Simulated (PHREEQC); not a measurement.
Phosphoric acid bath: speciation

Solution (58 °C): 2.8 mmol/kgw KH2PO4, 12 mmol/kgw HNO3 and 0.00053 mmol/kgw H4SiO4. Closed to the air; pH follows from the charge balance.

Computed with PHREEQC (ion-association model, phreeqc.dat).

No solid was allowed to form.

Q: Predict the pH, specific conductance.

A: pH 2.04; specific conductance 7950 µS/cm.

Q: In which forms is P present?

A: H3PO4 63 %, H2PO4- 37 % of the P.

At this temperature some constants are extrapolated from 25 °C, and those without enthalpy data are left unchanged.
